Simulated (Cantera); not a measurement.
A closed system holds: 1 mol Fe3O4, 0.4 mol Cl2, at 10000 Pa.

Cantera equilibrium calculation (NASA polynomials, part measured and part estimated; ideal gas, pure solids and liquids). Candidate condensed phases: Fe, FeCl2, FeCl3, FeO, Fe2O3, Fe3O4; 13 gas species. Mutual solubility and eutectic melting of coexisting phases are not modelled. Condensed phases not in the tables: FeOCl. Kinetics and transport are ignored.

x: gas mole fraction; n: condensed amount in mol.

```
T (K)  x FeCl2  x FeCl3  x Fe2Cl6      x O2      x Cl  x Fe2Cl4    x Cl2  n FeCl2(s)  n Fe2O3(s)  n FeCl2(l)  n Fe3O4(s)
-----  -------  -------  --------  --------  --------  --------  -------  ----------  ----------  ----------  ----------
873     0.0101    0.481     0.501   3.58e-9   1.08e-5   0.00144  0.00597       0.200        1.33           0           0
973      0.126    0.694     0.149   3.38e-9   3.48e-5    0.0291  0.00184           0        1.33       0.176           0
1073     0.423    0.496    0.0159   1.61e-8  0.000111    0.0636  0.00106           0        1.28           0  (withheld)
1173     0.549    0.416   0.00311   1.49e-6  0.000676    0.0275  0.00365           0        1.32           0  (withheld)
1273     0.606    0.365  0.000826  0.000112   0.00358    0.0107   0.0136           0        1.33           0           0
1373     0.655    0.290  0.000213   0.00332    0.0133   0.00476   0.0336           0        1.33           0           0
1473     0.718    0.181   3.86e-5    0.0267    0.0309   0.00249   0.0405           0        1.32           0  (withheld)
1573     0.505   0.0792   3.79e-6     0.301    0.0653  0.000599   0.0489           0       0.303           0  (withheld)
1673     0.508   0.0321   3.50e-7     0.360    0.0775  0.000321   0.0217           0           0           0  (withheld)
```

Complete the blanks.


- 1073, n Fe3O4(s): 0.0367
- 1173, n Fe3O4(s): 0.00784
- 1473, n Fe3O4(s): 0.00831
- 1573, n Fe3O4(s): 0.687
- 1673, n Fe3O4(s): 0.883
